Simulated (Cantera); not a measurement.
Feed: 1 mol SiCl₄, 320 mol H₂, equilibrated at 0.390 bar.

Cantera equilibrium calculation (NASA polynomials, part measured and part estimated; ideal gas, pure solids and liquids). Candidate condensed phases: Si; 19 gas species. The tables' values for SiCl are old estimates; treat these amounts as uncertain. Gases not in the tables: Si₂H₆ and higher silanes. Equilibrium is a limit: real reactors are often held back by kinetics, nucleation or transport.

### Question
At 2000 °C, list the 7 most abundant gas species with their mole fractions, and the condensed phases.

### Answer
H₂ 0.972, H 0.0133, HCl 0.0116, Si 0.00181, SiH 0.000430, SiH₂ 0.000390, SiCl₂ 0.000240. Condensed: gas only.
